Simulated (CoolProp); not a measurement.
The numbers come from the reference Helmholtz-energy equation of state, Lemmon 2004 in CoolProp. It is a short technical equation, of lower accuracy than the large ones.

Q: Give the vapour pressure (MPa), vapour density (kg/m³), liquid cp (kJ/(kg K)), vapour viscosity (µPa s) of saturated n-dodecane at 430.9 K.

A: 
```json
[
 {"T (K)": "430.9", "p (MPa)": "0.0198", "vapour density (kg/m³)": "0.961", "liquid cp (kJ/(kg K))": "2.72", "vapour viscosity (µPa s)": "6.51"}
]
```

Viscosity comes from a separate model (Huber 2004).
